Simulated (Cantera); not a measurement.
What does this Cantera script print?

```python
import numpy as np
import cantera as ct

gas = ct.Solution("h2o2.yaml")
gas.TPX = 1298, 2666, {'H2': 0.33, 'O2': 1}
reactor = ct.IdealGasConstPressureReactor(gas, energy="off", clone=False)
net = ct.ReactorNet([reactor])
net.rtol, net.atol = 1e-08, 1e-18
show = ['H2', 'O2', 'H2O', 'H2O2', 'OH']
times = np.geomspace(0.0002, 50, 9)

steps = ct.SolutionArray(gas, extra=["t"])
rows = []
print(f"{'t/s':>10s}{'T/K':>9s}{'P/Pa':>11s}" + "".join(f"{s:>11s}" for s in show))
for t in times:
    while net.time < t:
        t_next = net.step()
        steps.append(gas.state, t=t_next)
    rows.append([np.interp(t, steps.t, y) for y in (steps.T, steps.P, *steps(*show).X.T)])
    print(f"{t:10.3e}{rows[-1][0]:9.1f}{rows[-1][1]:11.4g}" + "".join(f"{x:11.3e}" for x in rows[-1][2:]))
rate = np.gradient(steps.T, steps.t)
print("integrator steps:", len(steps.t))
if steps.T.max() > steps.T[0] + 200:
    print(f"time of steepest temperature rise: {steps.t[rate.argmax()]:.4e} s")
gas.TPX = 1298, 2666, {'H2': 0.33, 'O2': 1}
gas.equilibrate("TP")
print(f"equilibrium (TP): T = {gas.T:.1f} K  " + "  ".join(f"{s} {gas[s].X[0]:.3e}" for s in show))
```

It prints:

```
       t/s      T/K       P/Pa         H2         O2        H2O       H2O2         OH
 2.000e-04   1298.0       2666  2.478e-01  7.517e-01  2.085e-04  4.167e-09  5.127e-05
 9.457e-04   1298.0       2666  1.311e-02  6.232e-01  1.974e-01  6.447e-07  1.491e-02
 4.472e-03   1298.0       2666  5.739e-03  6.828e-01  2.547e-01  8.178e-07  1.024e-02
 2.115e-02   1298.0       2666  3.426e-04  7.142e-01  2.810e-01  3.338e-07  2.521e-03
 1.000e-01   1298.0       2666  1.808e-05  7.164e-01  2.829e-01  6.594e-08  5.878e-04
 4.729e-01   1298.0       2666  1.963e-06  7.166e-01  2.831e-01  1.391e-08  1.958e-04
 2.236e+00   1298.0       2666  3.435e-07  7.167e-01  2.832e-01  3.504e-09  8.223e-05
 1.057e+01   1298.0       2666  1.739e-07  7.167e-01  2.832e-01  2.124e-09  5.844e-05
 5.000e+01   1298.0       2666  1.728e-07  7.167e-01  2.832e-01  2.114e-09  5.824e-05
integrator steps: 2128
equilibrium (TP): T = 1298.0 K  H2 1.728e-07  O2 7.167e-01  H2O 2.832e-01  H2O2 2.114e-09  OH 5.824e-05
```

Cantera simulation using the H2/O2 subset of GRI-Mech 3.0, which has no nitrogen chemistry; the numbers are that mechanism's predictions, not measurements. Radical loss at walls, strong at low pressure, is not modelled. The temperature is held fixed by assumption; the heat of reaction is taken as removed at once.
